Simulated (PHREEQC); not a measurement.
Polishing slurry liquid with nickel, zinc or cadmium bath: an equilibrium model

Solution A (47 mmol/kgw KOH and 0.93 mmol/kgw K2SO4) is mixed with solution B (0.13 mol NiSO4 and 0.00016 mol MnSO4 per kg of water) at 25 °C; shares are by mass of water, 1 kg in all. No oxygen is let in. CO2 from the air is kept out. The run lets Pyrochroite, Ni(OH)2, Ni4(OH)6SO4, Morenosite precipitate or redissolve, and no other solid.

All values are PHREEQC results (ion-association model, wateq4f.dat), not measurements.

Problem. Predict pH at share of solution B = 0, 0.15, 0.45, 0.9.

Solution. 
| share of solution B | pH |
|---|---|
| 0 | 12.58 |
| 0.15 | 10.86 |
| 0.45 | 6.43 |
| 0.9 | 6.28 |

Species that the database lacks are ignored. The database's Ni(OH)2 is the aged solid; a fresh precipitate is more soluble.
